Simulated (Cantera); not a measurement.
A perfectly stirred reactor is fed with C3H8 : O2 : N2 = 1 : 4.55 : 17.1 (molar parts), at 1050 Torr; it is adiabatic with a 323 K inlet, and is followed from long to short residence time, starting on the burning branch (τ in s: 0.38, 0.15, 0.063, 0.025, 0.01, 0.0042, 0.0017, 0.00069, 0.00028, 0.00011, 4.6e-05, 1.9e-05).

Computed with Cantera and GRI-Mech 3.0 (53 species, 325 reactions). GRI-Mech 3.0 was tuned for natural gas; its chemistry of propane as a main component is partial and can be far from experiment.

Task: What does this change do: inlet temperature 323 to 675 K?

Result: 
```json
[
 {"quantity": "blow-out, bracketed by the residence times tried", "before": "burning at 0.110 ms, out at 46.0 µs", "after": "burning at 46.0 µs, out at 19.0 µs"},
 {"quantity": "x(C3H8) at τ = 0.380 s", "before": "4.07e-8", "after": "1.79e-8"},
 {"quantity": "x(O2) at τ = 0.380 s", "before": "0.000958", "after": "0.00350"},
 {"quantity": "x(CH2) at τ = 0.380 s", "before": "5.02e-8", "after": "2.24e-8"},
 {"quantity": "x(C2H2) at τ = 0.380 s", "before": "1.14e-6", "after": "1.93e-7"},
 {"quantity": "x(OH) at τ = 0.380 s", "before": "0.00219", "after": "0.00526"},
 {"quantity": "x(C3H8) at τ = 1.70 ms", "before": "4.38e-6", "after": "2.65e-6"},
 {"quantity": "x(O2) at τ = 1.70 ms", "before": "0.00768", "after": "0.00937"},
 {"quantity": "x(CH2) at τ = 1.70 ms", "before": "2.40e-6", "after": "2.06e-6"},
 {"quantity": "x(C2H2) at τ = 1.70 ms", "before": "1.66e-5", "after": "9.06e-6"},
 {"quantity": "x(OH) at τ = 1.70 ms", "before": "0.00610", "after": "0.00859"}
]
```

Task: What does this change do: inlet temperature 323 to 400 K?

Result: 
```csv
quantity,before,after
"blow-out, bracketed by the residence times tried","burning at 0.110 ms, out at 46.0 µs","burning at 46.0 µs, out at 19.0 µs"
x(C3H8) at τ = 0.380 s,4.07e-8,3.37e-8
x(O2) at τ = 0.380 s,0.000958,0.00131
x(CH2) at τ = 0.380 s,5.02e-8,4.25e-8
x(C2H2) at τ = 0.380 s,1.14e-6,7.72e-7
x(OH) at τ = 0.380 s,0.00219,0.00269
x(C3H8) at τ = 1.70 ms,4.38e-6,3.92e-6
x(O2) at τ = 1.70 ms,0.00768,0.00803
x(CH2) at τ = 1.70 ms,2.40e-6,2.33e-6
x(C2H2) at τ = 1.70 ms,1.66e-5,1.45e-5
x(OH) at τ = 1.70 ms,0.00610,0.00660
```
